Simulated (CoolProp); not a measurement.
Vapour-liquid equilibrium of benzene (1) + n-decane (2) at 0.128 MPa; x and y are mole fractions of (1).

Model: multi-fluid Helmholtz-energy mixture model, Thol 2012 and Lemmon 2006; pair parameters Bell 2016, in CoolProp.

Give the bubble temperature and the first vapour's composition at x = 0.05, 0.5, 0.8. Is there an azeotrope?

x = 0.05: 444.1 K, y = 0.292; x = 0.5: 383.1 K, y = 0.939; x = 0.8: 368.2 K, y = 0.984. No azeotrope shows between x = 0.05 and 0.95.

The pair parameters rest on a limited set of measurements; away from them the model extrapolates. The gap from Raoult's law changes sign with composition, which may be real or a fault of the pair parameters; it wasn't checked against measurements.
